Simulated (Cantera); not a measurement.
Feed: 1 mol Ta, 5 mol O2, 15 mol N2, equilibrated at 0.263 Torr.

Method: chemical equilibrium by Gibbs-energy minimisation in Cantera with the NASA 1993 tables (ideal gas, pure condensed phases). Candidate condensed phases: Ta, Ta2O5; 12 gas species. Equilibrium is a limit: real reactors are often held back by kinetics, nucleation or transport.

Question: At 1148 K, list the 3 most abundant gas species with their mole fractions, and the condensed phases.

Answer: N2 0.800, O2 0.200, NO 0.000127. Condensed: Ta2O5(s).
